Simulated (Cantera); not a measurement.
Cantera run:

```python
import numpy as np
import cantera as ct

gas_names = """
    H HNO HNO2 HNO3 HO2 H2 H2O H2O2 N NH NH2 NH3 NH2OH NO NO2 NO3 N2 N2H2 N2H4 N2O O OH O2 O3
""".split()
cond_names = """
    H2O(s) H2O(L)
""".split()


# ... load() reads the species with a 1 bar reference pressure and builds the phases ...
atoms = {
    'H2O': {'H': 2, 'O': 1},
    'N2': {'N': 2},
}
top_T = {}  # K; cautious upper limits of use, not melting points


# ... equilibrate(T, P, feed) seeds the gas with the atoms and calls Mixture.equilibrate('TP', solver="vcs", rtol=1e-11, max_steps=5000) ...
results = []
T = 2625  # K
P = 14  # Pa
for m in [0.48, 0.74, 1.1, 1.7, 2.7, 4.1, 6.3]:
    feed = {'H2O': 1, 'N2': m}  # mol
    mix = equilibrate(T, P, feed)
    results.append((T, P, feed, dict(zip(mix.species_names, mix.species_moles))))

top = {s: max(r[3][s] / sum(r[3][g] for g in gas_names) for r in results) for s in gas_names}
cols = sorted((s for s in top if top[s] > 0.0001), key=lambda s: -top[s])[:6]
seen = [c for c in cond_names if any(r[3].get(c, 0) > 1e-12 for r in results)]
print("log10 of partial pressures in bar; condensed amounts in mol")
print(f"{'n(N2)':>10s}" + "".join(f"{s[:9]:>10s}" for s in cols + seen))
for T, P, feed, n in results:
    ng = sum(n[g] for g in gas_names)
    print(f"{feed['N2']:10.4g}" + "".join(f"{np.log10(max(n[s] / ng * P / 1e5, 1e-99)):10.3f}" for s in cols)
          + "".join(f"{n.get(c, 0):10.4g}" for c in seen))
```

It prints:

```
log10 of partial pressures in bar; condensed amounts in mol
     n(N2)        N2         H         O        H2        OH        O2
      0.48    -4.693    -4.120    -4.447    -5.497    -5.633    -5.726
      0.74    -4.539    -4.151    -4.478    -5.559    -5.694    -5.787
       1.1    -4.410    -4.191    -4.516    -5.637    -5.772    -5.865
       1.7    -4.283    -4.249    -4.573    -5.753    -5.887    -5.979
       2.7    -4.170    -4.330    -4.654    -5.916    -6.049    -6.139
       4.1    -4.087    -4.423    -4.745    -6.101    -6.233    -6.322
       6.3    -4.020    -4.537    -4.857    -6.329    -6.459    -6.546
```

Method: chemical equilibrium by Gibbs-energy minimisation in Cantera with the NASA 1993 tables (ideal gas, pure condensed phases).
